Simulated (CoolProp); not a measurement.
Vapour-liquid equilibrium of n-pentane (1) + benzene (2) at 2.36 bar; x and y are mole fractions of (1).

Computed with CoolProp (multi-fluid Helmholtz-energy mixture model, Thol 2019 and Thol 2012; pair parameters Bell 2016).

Q: Give the bubble temperature and the first vapour's composition at x = 0.125, 0.5, 0.95. Is there an azeotrope?

A: x = 0.125: 369.2 K, y = 0.381; x = 0.5: 349.4 K, y = 0.769; x = 0.95: 337.6 K, y = 0.978. No azeotrope shows between x = 0.05 and 0.95.

Pair parameters are fitted to limited data, so mixtures are less certain than the pure fluids.
